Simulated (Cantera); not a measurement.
A closed system holds: 1 mol ZrO2, 110 mol H2, 3.9 mol N2, equilibrated at 6.53 Torr.

These are equilibrium values from Cantera (NASA tables, ideal gas, pure condensed phases), not measurements of a reactor. Candidate condensed phases: H2O, Zr, ZrN, ZrO2; 28 gas species. Mutual solubility and eutectic melting of coexisting phases are not modelled. ZrN: taken at fixed stoichiometry. Condensed phases not in the tables: solid solutions among these carbides, nitrides and lower oxides. Equilibrium is a limit: real reactors are often held back by kinetics, nucleation or transport.

log p: log10 of the partial pressure in bar; n: condensed amount in mol.

| T (K) | log p H2 | log p N2 | log p H | log p H2O | n ZrN(s) | n ZrO2(monoclinic) | n ZrO2(tetragonal) |
|---|---|---|---|---|---|---|---|
| 1425 | -2.08 | -3.53 | -6.20 | -7.72 | 0.000126 | 1.000 | 0 |
| 1450 | -2.08 | -3.53 | -6.06 | -7.64 | 0.000148 | 1.000 | 0 |
| 1475 | -2.08 | -3.53 | -5.92 | -7.58 | 0.000174 | 1.000 | 0 |
| 1500 | -2.08 | -3.53 | -5.79 | -7.51 | 0.000202 | 0 | 1.000 |
| 1525 | -2.08 | -3.53 | -5.66 | -7.45 | 0.000234 | 0 | 1.000 |
| 1550 | -2.08 | -3.53 | -5.54 | -7.39 | 0.000269 | 0 | 1.000 |
| 1575 | -2.08 | -3.53 | -5.42 | -7.33 | 0.000308 | 0 | 1.000 |
| 1600 | -2.08 | -3.53 | -5.30 | -7.27 | 0.000352 | 0 | 1.000 |
| 1625 | -2.08 | -3.53 | ? | -7.21 | ? | 0 | 1.000 |
| 1650 | -2.08 | -3.53 | -5.08 | -7.16 | 0.000452 | 0 | 1.000 |
| 1675 | -2.08 | -3.53 | ? | -7.11 | ? | 0 | 0.999 |
| 1700 | -2.08 | -3.53 | -4.87 | -7.06 | 0.000572 | 0 | 0.999 |

Question: What belongs in the gaps?

Answer: 
- 1675, log p H: -4.97
- 1675, n ZrN(s): 0.000509
- 1625, log p H: -5.19
- 1625, n ZrN(s): 0.000399
